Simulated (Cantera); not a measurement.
What does this Cantera script print?

```python
import numpy as np
import cantera as ct

gas = ct.Solution("gri30.yaml")
gas.TPX = 1200, 500000, {'CH4': 1, 'O2': 0.952, 'N2': 3.58, 'H2O': 1.6}
reactor = ct.IdealGasConstPressureReactor(gas, energy="on", clone=False)
net = ct.ReactorNet([reactor])
net.rtol, net.atol = 1e-08, 1e-16
show = ['CH4', 'O2', 'H2O', 'C2H4', 'C2H2', 'H']
times = np.geomspace(7e-06, 0.4, 16)

steps = ct.SolutionArray(gas, extra=["t"])
rows = []
print(f"{'t/s':>10s}{'T/K':>9s}{'P/Pa':>11s}" + "".join(f"{s:>11s}" for s in show))
for t in times:
    while net.time < t:
        t_next = net.step()
        steps.append(gas.state, t=t_next)
    rows.append([np.interp(t, steps.t, y) for y in (steps.T, steps.P, *steps(*show).X.T)])
    print(f"{t:10.3e}{rows[-1][0]:9.1f}{rows[-1][1]:11.4g}" + "".join(f"{x:11.3e}" for x in rows[-1][2:]))
rate = np.gradient(steps.T, steps.t)
print("integrator steps:", len(steps.t))
if steps.T.max() > steps.T[0] + 200:
    print(f"time of steepest temperature rise: {steps.t[rate.argmax()]:.4e} s")
gas.TPX = 1200, 500000, {'CH4': 1, 'O2': 0.952, 'N2': 3.58, 'H2O': 1.6}
gas.equilibrate("HP")
print(f"equilibrium (HP): T = {gas.T:.1f} K  " + "  ".join(f"{s} {gas[s].X[0]:.3e}" for s in show))
```

Output:

```
       t/s      T/K       P/Pa        CH4         O2        H2O       C2H4       C2H2          H
 7.000e-06   1200.0      5e+05  1.402e-01  1.335e-01  2.243e-01  1.448e-14  5.078e-22  1.135e-11
 1.453e-05   1200.0      5e+05  1.402e-01  1.335e-01  2.243e-01  1.564e-13  1.194e-20  1.708e-11
 3.016e-05   1200.0      5e+05  1.402e-01  1.335e-01  2.243e-01  1.665e-12  2.776e-19  3.011e-11
 6.259e-05   1200.0      5e+05  1.402e-01  1.335e-01  2.243e-01  1.946e-11  7.375e-18  6.297e-11
 1.299e-04   1200.0      5e+05  1.402e-01  1.335e-01  2.243e-01  2.749e-10  2.726e-16  1.598e-10
 2.696e-04   1200.0      5e+05  1.402e-01  1.335e-01  2.243e-01  4.334e-09  1.501e-14  4.354e-10
 5.596e-04   1200.0      5e+05  1.402e-01  1.335e-01  2.244e-01  4.414e-08  6.235e-13  8.003e-10
 1.161e-03   1200.2      5e+05  1.402e-01  1.335e-01  2.244e-01  2.058e-07  9.331e-12  1.047e-09
 2.411e-03   1200.5      5e+05  1.401e-01  1.334e-01  2.244e-01  7.573e-07  8.613e-11  1.577e-09
 5.004e-03   1201.5      5e+05  1.398e-01  1.333e-01  2.246e-01  3.398e-06  8.946e-10  3.288e-09
 1.038e-02   1206.6      5e+05  1.387e-01  1.325e-01  2.255e-01  2.789e-05  1.907e-08  1.312e-08
 2.155e-02   2025.9      5e+05  3.426e-03  8.746e-08  2.920e-01  2.980e-05  5.159e-03  3.352e-04
 4.474e-02   2002.1      5e+05  1.673e-06  4.719e-08  2.737e-01  3.042e-10  5.494e-08  3.026e-04
 9.285e-02   2002.1      5e+05  1.601e-09  4.724e-08  2.737e-01  6.177e-16  1.123e-13  3.028e-04
 1.927e-01   2002.1      5e+05  1.601e-09  4.724e-08  2.737e-01  6.177e-16  1.123e-13  3.029e-04
 4.000e-01   2002.1      5e+05  1.600e-09  4.725e-08  2.737e-01  6.176e-16  1.123e-13  3.029e-04
integrator steps: 2569
time of steepest temperature rise: 2.0063e-02 s
equilibrium (HP): T = 2002.1 K  CH4 1.816e-09  O2 4.725e-08  H2O 2.737e-01  C2H4 6.991e-16  C2H2 1.271e-13  H 3.029e-04
```

Model: GRI-Mech 3.0 (53 species, 325 reactions), integrated in Cantera.
